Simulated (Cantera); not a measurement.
Standard-state values (1 bar) from the NASA 1993 polynomials, evaluated with Cantera. Values are per mole of reaction as written; species without (g) are pure solids or liquids, kept so even where they would boil at 1 bar.

S2(g) + Ni3S4 = 3 NiS2

```csv
T (K),ΔH° (kJ),ΔS° (J/K),ΔG° (kJ),log10 K
300,-221.4,-198.8,-161.8,28.16
423,?,?,?,?
448,-220.3,-195.7,-132.6,15.47
473,?,?,?,?
498,-220.4,-195.9,-122.9,12.89
523,?,?,?,?
548,-220.7,-196.5,-113.0,10.78
573,-221.0,-196.9,-108.1,9.86
598,-221.3,-197.4,-103.2,9.01
```

Task: What belongs in the gaps?

Result: 
- 423, ΔH° (kJ): -220.4
- 423, ΔS° (J/K): -195.8
- 423, ΔG° (kJ): -137.5
- 423, log10 K: 16.98
- 473, ΔH° (kJ): -220.3
- 473, ΔS° (J/K): -195.7
- 473, ΔG° (kJ): -127.8
- 473, log10 K: 14.11
- 523, ΔH° (kJ): -220.5
- 523, ΔS° (J/K): -196.2
- 523, ΔG° (kJ): -118.0
- 523, log10 K: 11.78
